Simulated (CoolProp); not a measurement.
C2F6 (R116) at several states: density (kg/m³) from the reference equation and from simpler models built on Tc = 293.0 K, pc = 3048 kPa, ω = 0.257; each cubic takes its own stable root.

Values from CoolProp's reference Helmholtz-energy equation of state, Lemmon 2006. It is a short technical equation, of lower accuracy than the large ones.

```csv
T (K),p (kPa),phase,reference
267.7,751,gas,53.15
321.8,16.6,gas,0.8574
419.2,5200,supercritical,237.1
289.2,345,gas,20.64
358.6,4110,supercritical,248.6
402.5,5350,supercritical,264.8
```

### Question
How far does each simpler model (ideal gas, van der Waals, Soave-Redlich-Kwong, Peng-Robinson) lie from the reference over these 6 states: mean and median of the absolute difference, and the worst?

### Answer
- ideal gas: mean 11.7 %, median 12.8 %, worst -23.5 % at 358.6 K and 4110 kPa
- van der Waals: mean 5.7 %, median 5.7 %, worst +11.6 % at 402.5 K and 5350 kPa
- Soave-Redlich-Kwong: mean 0.9 %, median 0.8 %, worst -2.1 % at 402.5 K and 5350 kPa
- Peng-Robinson: mean 1.4 %, median 1.5 %, worst +2.6 % at 358.6 K and 4110 kPa
